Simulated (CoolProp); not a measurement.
Vapour-liquid equilibrium of ethylbenzene (1) + p-xylene (2) at 450.3 K; x and y are mole fractions of (1).

Model: multi-fluid Helmholtz-energy mixture model, Zhou 2012 and Zhou 2012; pair parameters Bell 2016, in CoolProp.

```csv
x,bubble pressure (kPa),y at the bubble point,dew pressure at overall composition x (kPa),liquid density (mol/L)
0.05,259.2,0.053,259.2,6.714
0.2,261.8,0.209,261.7,6.720
0.35,264.0,0.361,263.9,6.726
0.5,265.9,0.510,265.8,6.733
0.65,267.6,0.658,267.5,6.741
0.8,269.2,0.806,269.1,6.750
0.95,270.8,0.952,270.8,6.758
```

No azeotrope shows between x = 0.05 and 0.95.

Pair parameters are fitted to limited data, so mixtures are less certain than the pure fluids.
